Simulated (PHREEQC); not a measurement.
Consider water at 20 °C with 0.2 mol NaOH, 0.00057 mol CO2 and 0.00038 mol K2CO3 per kg of water. Closed to the air; pH follows from the charge balance.

Equilibrium calculation in PHREEQC: ion-association model, wateq4f.dat.

Question: The ionic strength comes out as 0.201 mol/kgw. What activity coefficients do Na+, OH-, NaCO3-, CO3-2, K+ get?

Answer: Na+ 0.74, OH- 0.71, NaCO3- 0.75, CO3-2 0.31, K+ 0.71.

This is a speciation only: nothing precipitates in the calculation.
